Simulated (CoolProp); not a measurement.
A single-stage vapour-compression cycle with n-heptane: evaporating at 309.15 K (dew point), condensing at 340.15 K (bubble point), superheat 5 K, subcooling 5 K, compressor efficiency 0.6, no pressure losses. Each further row changes one setting.

Computed with CoolProp (reference Helmholtz-energy equation of state, Span 2003). It is a short technical equation, of lower accuracy than the large ones.

| case | cooling COP | pressure ratio | discharge temperature (K) | refrigerating effect (kJ/kg) | volumetric capacity (kJ/m³) |
|---|---|---|---|---|---|
| as stated | 5.52 | 3.53 | 346.0 | 306 | 122 |
| evaporating temperature 314.15 K | 6.83 | [?] | [?] | [?] | 155 |
| condensing temperature 335.15 K | 6.73 | 2.94 | 341.4 | 318 | 127 |
| subcooling 10 K | [?] | 3.53 | 346.0 | 318 | 127 |
| superheat 15 K | 5.64 | 3.53 | [?] | [?] | 125 |
| compressor efficiency 0.5 | [?] | 3.53 | 351.9 | 306 | 122 |

Complete the blanks.


- evaporating temperature 314.15 K, pressure ratio: 2.82
- evaporating temperature 314.15 K, discharge temperature (K): 345.6
- evaporating temperature 314.15 K, refrigerating effect (kJ/kg): 315
- subcooling 10 K, cooling COP: 5.74
- superheat 15 K, discharge temperature (K): 356.3
- superheat 15 K, refrigerating effect (kJ/kg): 324
- compressor efficiency 0.5, cooling COP: 4.60
